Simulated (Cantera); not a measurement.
An adiabatic, constant-volume homogeneous reactor starts with 13.8 % CH₄, 1.66 % C₂H₆, 17.6 % O₂, 66.3 % N₂, 0.650 % CO₂, equivalence ratio 1.9, at 1250 K and 900 Torr.

Detailed kinetics in Cantera: GRI-Mech 3.0 (53 species, 325 reactions).

### Question
Predict: time of steepest temperature rise; temperature at 2.00 s; equilibrium temperature; x(O₂) at 2.00 s; x(H₂O) at 2.00 s; x(CO) at 2.00 s; x(OH) at 2.00 s.

### Answer
| Item | Value |
|---|---|
| time of steepest temperature rise | 2.80 ms |
| temperature at 2.00 s | 2650 K |
| equilibrium temperature | 2650 K |
| x(O₂) at 2.00 s | 4.70e-5 (gas-phase equilibrium 4.70e-5) |
| x(H₂O) at 2.00 s | 0.136 (gas-phase equilibrium 0.136) |
| x(CO) at 2.00 s | 0.132 (gas-phase equilibrium 0.132) |
| x(OH) at 2.00 s | 0.00244 (gas-phase equilibrium 0.00244) |
